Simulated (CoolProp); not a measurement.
Values from CoolProp's reference Helmholtz-energy equation of state, Gao 2022.

Q: For n-perfluorobutane, give the phase and the density (kg/m³), cp (kJ/(kg K)), cv (kJ/(kg K)) at -52.75 °C and 0.445 bar; -52.75 °C and 1.08 bar; -52.75 °C and 23.9 bar.

A: 
- -52.75 °C and 0.445 bar: liquid; density 1770, cp 1.04, cv 0.794
- -52.75 °C and 1.08 bar: liquid; density 1770, cp 1.04, cv 0.794
- -52.75 °C and 23.9 bar: liquid; density 1780, cp 1.04, cv 0.794
